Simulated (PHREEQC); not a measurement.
Dissolve 0.0031 mol BaCl2, 6e-05 mol Na2CO3 and 0.27 mol NaCl per kg of water at 25 °C. Closed to the air; pH follows from the charge balance.

Equilibrium calculation in PHREEQC: ion-association model, wateq4f.dat.

Question: The ionic strength comes out as 0.279 mol/kgw. What activity coefficients do Na+, Cl-, Ba+2, CO3-2, NaCO3- get?

Answer: Na+ 0.73, Cl- 0.69, Ba+2 0.26, CO3-2 0.28, NaCO3- 0.73.

Precipitation was switched off in this run. Complexes and solids missing from the database can't appear.
